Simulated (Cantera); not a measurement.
# Thermodynamics of iron carbonyl, mercury and lead vapours, feed Pb + CO + H₂

Charge: 1 mol Pb, 0.13 mol CO, 3.5 mol H₂, at 1.20 bar.

These are equilibrium values from Cantera (NASA tables, ideal gas, pure condensed phases), not measurements of a reactor. Candidate condensed phases: C, C₆H₆, C₇H₈, C₈H₁₈, H₂O, Pb, PbO, PbO₂, Pb₃O₄; 113 gas species. Equilibrium is a limit: real reactors are often held back by kinetics, nucleation or transport.

| T (K) | x H₂ | x Pb | x CH₄ | x H₂O | x CO | n Pb(l) |
|---|---|---|---|---|---|---|
| 773 | 0.923 | 1.92e-8 | 0.0386 | 0.0386 | 1.30e-5 | 1.00 |
| 923 | 0.927 | 2.11e-6 | 0.0351 | 0.0349 | 0.00298 | 1.000 |
| 1073 | 0.950 | 6.09e-5 | 0.0132 | 0.0129 | 0.0232 | 1.000 |
| 1223 | 0.960 | 0.000756 | 0.00337 | 0.00329 | 0.0326 | 0.997 |
| 1373 | 0.958 | 0.00535 | 0.00103 | 0.00101 | 0.0347 | 0.981 |
| 1523 | 0.939 | 0.0255 | 0.000374 | 0.000370 | 0.0345 | 0.905 |
| 1673 | 0.876 | 0.0910 | 0.000146 | 0.000147 | 0.0324 | 0.636 |
x: gas mole fraction; n: condensed amount in mol.

From 773 K to 1673 K the condensed part is Pb(l). The main Pb-bearing gas is Pb throughout.
